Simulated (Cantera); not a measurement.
Feed: 1 mol Si, a varied amount of Cl2, 0.44 mol H2, held at 1198.15 K and 12.0 bar.

Equilibrium computed with Cantera from the NASA thermochemical tables; the gas is ideal and each condensed phase is pure. Candidate condensed phases: Si; 19 gas species. The tables' values for SiCl3 are old estimates; treat these amounts as uncertain. Equilibrium is a limit: real reactors are often held back by kinetics, nucleation or transport.

x: gas mole fraction; n: condensed amount in mol.

```json
[
 {"n(Cl2) (mol)": "0.5", "x SiCl4": "0.243", "x H2": "0.560", "x SiHCl3": "0.149", "x HCl": "0.0245", "x SiCl3": "0.00834", "x SiH2Cl2": "0.0120", "n Si(s)": "[?]"},
 {"n(Cl2) (mol)": "0.66", "x SiCl4": "0.301", "x H2": "0.487", "x SiHCl3": "0.163", "x HCl": "0.0241", "x SiCl3": "0.00980", "x SiH2Cl2": "0.0116", "n Si(s)": "[?]"},
 {"n(Cl2) (mol)": "0.83", "x SiCl4": "0.354", "x H2": "0.425", "x SiHCl3": "0.172", "x HCl": "0.0235", "x SiCl3": "0.0111", "x SiH2Cl2": "0.0110", "n Si(s)": "[?]"},
 {"n(Cl2) (mol)": "0.99", "x SiCl4": "0.396", "x H2": "0.379", "x SiHCl3": "0.177", "x HCl": "0.0228", "x SiCl3": "0.0120", "x SiH2Cl2": "0.0103", "n Si(s)": "[?]"},
 {"n(Cl2) (mol)": "1.2", "x SiCl4": "0.443", "x H2": "0.329", "x SiHCl3": "0.180", "x HCl": "0.0219", "x SiCl3": "0.0131", "x SiH2Cl2": "0.00952", "n Si(s)": "[?]"},
 {"n(Cl2) (mol)": "1.3", "x SiCl4": "0.463", "x H2": "0.309", "x SiHCl3": "0.180", "x HCl": "0.0214", "x SiCl3": "0.0135", "x SiH2Cl2": "0.00914", "n Si(s)": "[?]"},
 {"n(Cl2) (mol)": "1.5", "x SiCl4": "0.498", "x H2": "0.275", "x SiHCl3": "0.179", "x HCl": "0.0206", "x SiCl3": "0.0143", "x SiH2Cl2": "0.00844", "n Si(s)": "[?]"},
 {"n(Cl2) (mol)": "1.6", "x SiCl4": "0.514", "x H2": "0.261", "x SiHCl3": "0.179", "x HCl": "0.0202", "x SiCl3": "0.0146", "x SiH2Cl2": "0.00812", "n Si(s)": "[?]"},
 {"n(Cl2) (mol)": "1.8", "x SiCl4": "0.542", "x H2": "0.235", "x SiHCl3": "0.177", "x HCl": "0.0194", "x SiCl3": "0.0152", "x SiH2Cl2": "0.00751", "n Si(s)": "[?]"},
 {"n(Cl2) (mol)": "2", "x SiCl4": "0.626", "x H2": "0.240", "x SiHCl3": "0.0600", "x HCl": "0.0674", "x SiCl3": "0.00512", "x SiH2Cl2": "0.000753", "n Si(s)": "0"},
 {"n(Cl2) (mol)": "2.1", "x SiCl4": "0.625", "x H2": "0.198", "x SiHCl3": "0.0216", "x HCl": "0.154", "x SiCl3": "0.00204", "x SiH2Cl2": "9.79e-5", "n Si(s)": "0"}
]
```

Question: Complete the blanks.

Answer: 
- 0.5, n Si(s): 0.723
- 0.66, n Si(s): 0.637
- 0.83, n Si(s): 0.546
- 0.99, n Si(s): 0.461
- 1.2, n Si(s): 0.351
- 1.3, n Si(s): 0.298
- 1.5, n Si(s): 0.193
- 1.6, n Si(s): 0.141
- 1.8, n Si(s): 0.0369
